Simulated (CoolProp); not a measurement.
Dry air along the isotherm -1.45 °C: Z from the reference equation and from simpler models built on Tc = -140.6 °C, pc = 37.86 bar, ω = 0.034; each cubic takes its own stable root.

Computed with CoolProp (reference Helmholtz-energy equation of state, Lemmon 2000). It is a pseudo-pure fit of the blend.

```tsv
p (bar)	phase	reference
11.8	gas	0.9932
23.7	gas	0.9872
35.5	gas	0.9820
47.3	supercritical	0.9777
59.2	supercritical	0.9742
71	supercritical	0.9715
82.8	supercritical	0.9698
94.6	supercritical	0.9689
106	supercritical	0.9690
118	supercritical	0.9700
130	supercritical	0.9721
142	supercritical	0.9751
154	supercritical	0.9791
166	supercritical	0.9841
177	supercritical	0.9894
189	supercritical	0.9960
```

**Question.** How far does each simpler model (van der Waals, Redlich-Kwong, Soave-Redlich-Kwong, Peng-Robinson) lie from the reference over these 16 states: mean and median of the absolute difference, and the worst?

**Answer.** 
- van der Waals: mean 3.9 %, median 4.6 %, worst -5.5 % at -1.45 °C and 154 bar
- Redlich-Kwong: mean 1.2 %, median 1.3 %, worst -1.9 % at -1.45 °C and 189 bar
- Soave-Redlich-Kwong: mean 1.3 %, median 1.4 %, worst +2.1 % at -1.45 °C and 189 bar
- Peng-Robinson: mean 1.8 %, median 1.9 %, worst -2.9 % at -1.45 °C and 189 bar
